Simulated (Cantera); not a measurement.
A perfectly stirred reactor is fed with CH4 : CO2 = 1 : 0.69 (molar parts), at 5.00 bar; it is held at 1800 K, and followed from long to short residence time.

Computed with Cantera and GRI-Mech 3.0 (53 species, 325 reactions).

**Question.** What does this change do: temperature 1800 to 1350 K?

**Answer.** 
| quantity | before | after |
|---|---|---|
| x(CH4) at τ = 22.0 s | 0.0209 | 0.284 |
| x(CO2) at τ = 22.0 s | 0.000537 | 0.168 |
| x(HCO) at τ = 22.0 s | 1.43e-7 | 9.72e-10 |
| x(CH2CO) at τ = 22.0 s | 2.54e-6 | 1.11e-5 |
| x(OH) at τ = 22.0 s | 3.65e-8 | 6.53e-9 |
| x(CH4) at τ = 60.0 ms | 0.0529 | 0.587 |
| x(CO2) at τ = 60.0 ms | 0.0351 | 0.408 |
| x(HCO) at τ = 60.0 ms | 8.87e-8 | 2.06e-12 |
| x(CH2CO) at τ = 60.0 ms | 3.99e-5 | 1.17e-9 |
| x(OH) at τ = 60.0 ms | 2.04e-6 | 1.64e-11 |

**Question.** What does this change do: CH4 1 to 0.19 parts?

**Answer.** 
| quantity | before | after |
|---|---|---|
| x(CH4) at τ = 22.0 s | 0.0209 | 0.000242 |
| x(CO2) at τ = 22.0 s | 0.000537 | 0.210 |
| x(HCO) at τ = 22.0 s | 1.43e-7 | 7.64e-8 |
| x(CH2CO) at τ = 22.0 s | 2.54e-6 | 1.26e-7 |
| x(OH) at τ = 22.0 s | 3.65e-8 | 5.73e-6 |
| x(CH4) at τ = 60.0 ms | 0.0529 | 0.0153 |
| x(CO2) at τ = 60.0 ms | 0.0351 | 0.290 |
| x(HCO) at τ = 60.0 ms | 8.87e-8 | 5.94e-8 |
| x(CH2CO) at τ = 60.0 ms | 3.99e-5 | 3.81e-5 |
| x(OH) at τ = 60.0 ms | 2.04e-6 | 6.99e-6 |
